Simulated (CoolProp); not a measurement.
Ethanol along the isotherm 198.05 °C: density (kg/m³) from the reference equation and from simpler models built on Tc = 241.6 °C, pc = 6.268 MPa, ω = 0.644; each cubic takes its own stable root.

Computed with CoolProp (reference Helmholtz-energy equation of state, Schroeder 2014).

```json
[
 {"p (MPa)": "0.00991", "phase": "gas", "reference": "0.1166"},
 {"p (MPa)": "0.0167", "phase": "gas", "reference": "0.1966"},
 {"p (MPa)": "0.0282", "phase": "gas", "reference": "0.3323"},
 {"p (MPa)": "0.0476", "phase": "gas", "reference": "0.5617"},
 {"p (MPa)": "0.0804", "phase": "gas", "reference": "0.9510"},
 {"p (MPa)": "0.136", "phase": "gas", "reference": "1.615"},
 {"p (MPa)": "0.229", "phase": "gas", "reference": "2.739"},
 {"p (MPa)": "0.386", "phase": "gas", "reference": "4.674"},
 {"p (MPa)": "0.652", "phase": "gas", "reference": "8.069"},
 {"p (MPa)": "1.1", "phase": "gas", "reference": "14.17"},
 {"p (MPa)": "1.86", "phase": "gas", "reference": "26.01"},
 {"p (MPa)": "3.13", "phase": "liquid", "reference": "561.4"}
]
```

### Question
How far does each simpler model (van der Waals, Redlich-Kwong, Peng-Robinson) lie from the reference over these 12 states: mean and median of the absolute difference, and the worst?

### Answer
- van der Waals: mean 8.4 %, median 0.3 %, worst -91.5 % at 198.05 °C and 3.13 MPa
- Redlich-Kwong: mean 7.8 %, median 0.0 %, worst -91.0 % at 198.05 °C and 3.13 MPa
- Peng-Robinson: mean 1.4 %, median 0.2 %, worst -12.6 % at 198.05 °C and 3.13 MPa

At some of these states van der Waals, Redlich-Kwong gives the other phase, because its saturation line lies elsewhere.
